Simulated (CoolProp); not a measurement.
Computed with CoolProp (reference Helmholtz-energy equation of state, Platzer 1990). This equation is an older, rougher fit.

**Question.** For c-C4F8 (RC318), give the phase and the cv (kJ/(kg K)), expansivity (1/kK) at 377 K and 0.822 MPa; 466.5 K and 0.822 MPa; 488.8 K and 0.822 MPa.

**Answer.** 
- 377 K and 0.822 MPa: gas; cv 0.869, expansivity 4.10
- 466.5 K and 0.822 MPa: gas; cv 0.965, expansivity 2.61
- 488.8 K and 0.822 MPa: gas; cv 0.987, expansivity 2.42
